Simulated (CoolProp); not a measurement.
Aqueous ethylene glycol as a coolant, 50 % by mass, freezing at -36.0 °C, 1 atm.

Computed with CoolProp (Melinder's fits for secondary coolants).

| T (°C) | conductivity (W/(m K)) | viscosity (mPa s) | Prandtl number | cp (kJ/(kg K)) |
|---|---|---|---|---|
| -28.1 | 0.360 | [?] | 311 | [?] |
| -20.5 | 0.364 | 22.8 | 193 | 3.084 |
| -13 | 0.369 | 15.0 | 127 | 3.128 |
| -5.4 | 0.374 | [?] | 86.4 | 3.172 |
| 2.1 | 0.378 | 7.24 | 61.5 | [?] |
| 9.7 | 0.383 | 5.32 | [?] | 3.257 |
| 17.3 | 0.387 | 4.04 | [?] | 3.298 |
| 24.8 | 0.392 | 3.18 | 27.0 | 3.337 |
| 32.4 | 0.397 | 2.55 | 21.7 | 3.376 |
| 39.9 | [?] | 2.11 | [?] | 3.412 |

Some entries are withheld; supply them.


- -28.1, viscosity (mPa s): 36.8
- -28.1, cp (kJ/(kg K)): 3.039
- -5.4, viscosity (mPa s): 10.2
- 2.1, cp (kJ/(kg K)): 3.215
- 9.7, Prandtl number: 45.2
- 17.3, Prandtl number: 34.4
- 39.9, conductivity (W/(m K)): 0.401
- 39.9, Prandtl number: 17.9
